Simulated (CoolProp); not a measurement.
Properties of carbon dioxide along the isotherm 453.3 K.

Computed with CoolProp (reference Helmholtz-energy equation of state, Span 1996).

```
p (bar)          phase  density (kg/m³)  cp (kJ/(kg K))  cv (kJ/(kg K))  isothermal compressibility (1/MPa)  viscosity (µPa s)  fugacity coefficient
-------  -------------  ---------------  --------------  --------------  ----------------------------------  -----------------  --------------------
1.17               gas            1.368          0.9831          0.7927                               8.558               22.0                0.9987
2.21               gas            2.587          0.9849          0.7931                               4.536               22.0                0.9975
4.19               gas            4.916          0.9884          0.7940                               2.398               22.0                0.9953
7.95               gas            9.366          0.9951          0.7957                               1.269               22.1                0.9911
15.1               gas            17.93           1.008          0.7988                              0.6734               22.2                0.9833
28.6               gas            34.48           1.034          0.8049                              0.3608               22.4                0.9687
54.1               gas            67.09           1.088          0.8164                              0.1958               22.9                0.9421
103      supercritical            134.5           1.206          0.8382                              0.1070               24.2                0.8948
195      supercritical            273.3           1.446          0.8727                             0.05607               28.6                0.8200
369      supercritical            504.6           1.636          0.9010                             0.02094               42.2                0.7352
```

Viscosity comes from a separate model (Laesecke 2017).
